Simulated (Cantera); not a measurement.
An isothermal, constant-pressure homogeneous reactor starts with 100 % N2O, at 1425 K and 975 Torr.

Detailed kinetics in Cantera: GRI-Mech 3.0 (53 species, 325 reactions). GRI-Mech 3.0 was tuned for natural gas; its chemistry of N2O as a main component is partial and can be far from experiment. The temperature is held fixed by assumption; the heat of reaction is taken as removed at once.

x: mole fraction; the columns are a selection and need not sum to one.

| t (s) | x N2O | x NO | x O | x NO2 | x N2 |
|---|---|---|---|---|---|
| 4.00e-5 | 0.998 | 0.000212 | 3.14e-5 | 5.61e-8 | 0.000936 |
| 0.000173 | 0.993 | 0.000957 | 3.14e-5 | 1.08e-6 | 0.00413 |
| 0.000752 | 0.970 | 0.00411 | 3.12e-5 | 1.57e-5 | 0.0177 |
| 0.00326 | ? | ? | 3.04e-5 | ? | ? |
| 0.0141 | ? | ? | ? | ? | ? |
| 0.0613 | 0.178 | 0.0990 | 1.48e-5 | 0.000948 | 0.498 |
| 0.266 | 0.00653 | 0.105 | 1.54e-6 | 0.000978 | 0.609 |
| 1.15 | 3.56e-6 | 0.105 | 6.49e-7 | 0.000940 | 0.614 |
| 5.00 | 3.50e-6 | 0.105 | 6.49e-7 | 0.000937 | 0.614 |

Task: Complete the blanks.

Result: 
- 0.00326, x N2O: 0.880
- 0.00326, x NO: 0.0165
- 0.00326, x NO2: 0.000126
- 0.00326, x N2: 0.0716
- 0.0141, x N2O: 0.602
- 0.0141, x NO: 0.0531
- 0.0141, x O: 2.66e-5
- 0.0141, x NO2: 0.000489
- 0.0141, x N2: 0.239
